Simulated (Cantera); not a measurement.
An isothermal, constant-pressure homogeneous reactor starts with 17.0 % H2, 62.9 % O2, 20.1 % N2, at 1175 K and 0.0345 atm.

Model: GRI-Mech 3.0 (53 species, 325 reactions), integrated in Cantera. Radical loss at walls, strong at low pressure, is not modelled. The temperature is held fixed by assumption; the heat of reaction is taken as removed at once.

x: mole fraction; the columns are a selection and need not sum to one.

```json
[
 {"t (s)": "2.00e-6", "x H2": "0.170", "x O2": "0.629", "x NO": "<1e-12", "x H2O2": "<1e-12", "x HO2": "3.18e-10", "x H2O": "<1e-12", "x H": "3.08e-10"},
 {"t (s)": "7.02e-6", "x H2": "0.170", "x O2": "0.629", "x NO": "<1e-12", "x H2O2": "<1e-12", "x HO2": "1.12e-9", "x H2O": "3.42e-11", "x H": "1.03e-9"},
 {"t (s)": "2.47e-5", "x H2": "0.170", "x O2": "0.629", "x NO": "<1e-12", "x H2O2": "1.40e-12", "x HO2": "3.93e-9", "x H2O": "1.05e-9", "x H": "3.72e-9"},
 {"t (s)": "8.66e-5", "x H2": "0.170", "x O2": "0.629", "x NO": "<1e-12", "x H2O2": "1.73e-11", "x HO2": "1.40e-8", "x H2O": "3.60e-8", "x H": "3.17e-8"},
 {"t (s)": "0.000304", "x H2": "0.170", "x O2": "0.629", "x NO": "<1e-12", "x H2O2": "3.74e-10", "x HO2": "[?]", "x H2O": "[?]", "x H": "[?]"},
 {"t (s)": "0.00107", "x H2": "0.00846", "x O2": "0.544", "x NO": "3.49e-7", "x H2O2": "6.31e-7", "x HO2": "1.72e-5", "x H2O": "0.136", "x H": "0.0499"},
 {"t (s)": "0.00375", "x H2": "0.00293", "x O2": "0.579", "x NO": "1.11e-6", "x H2O2": "8.47e-7", "x HO2": "1.76e-5", "x H2O": "0.173", "x H": "0.00891"},
 {"t (s)": "0.0132", "x H2": "[?]", "x O2": "0.593", "x NO": "1.18e-6", "x H2O2": "[?]", "x HO2": "[?]", "x H2O": "0.184", "x H": "[?]"},
 {"t (s)": "0.0462", "x H2": "1.86e-5", "x O2": "0.594", "x NO": "1.18e-6", "x H2O2": "1.65e-7", "x HO2": "1.23e-6", "x H2O": "0.185", "x H": "4.33e-6"},
 {"t (s)": "0.162", "x H2": "2.29e-6", "x O2": "0.594", "x NO": "1.18e-6", "x H2O2": "4.65e-8", "x HO2": "2.02e-7", "x H2O": "0.185", "x H": "2.08e-7"},
 {"t (s)": "0.570", "x H2": "4.19e-7", "x O2": "0.594", "x NO": "1.18e-6", "x H2O2": "1.34e-8", "x HO2": "4.37e-8", "x H2O": "0.186", "x H": "1.74e-8"},
 {"t (s)": "2.00", "x H2": "9.53e-8", "x O2": "0.594", "x NO": "1.18e-6", "x H2O2": "3.91e-9", "x HO2": "1.41e-8", "x H2O": "0.186", "x H": "1.95e-9"}
]
```

Complete the blanks.


- 0.000304, x HO2: 2.06e-7
- 0.000304, x H2O: 2.25e-5
- 0.000304, x H: 1.40e-5
- 0.0132, x H2: 0.000255
- 0.0132, x H2O2: 5.43e-7
- 0.0132, x HO2: 7.59e-6
- 0.0132, x H: 0.000206
